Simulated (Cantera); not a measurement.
Input: 1 mol HgO, a varied amount of H₂, held at 1023.15 K and 0.000770 bar.

Cantera equilibrium calculation (NASA polynomials, part measured and part estimated; ideal gas, pure solids and liquids). Candidate condensed phases: H₂O, Hg, HgO; 10 gas species. Rates play no part.

Problem. At 0.15 mol H₂, list the 3 most abundant gas species with their mole fractions, and the condensed phases.

Solution. Hg 0.635, O₂ 0.270, H₂O 0.0952. Condensed: gas only.
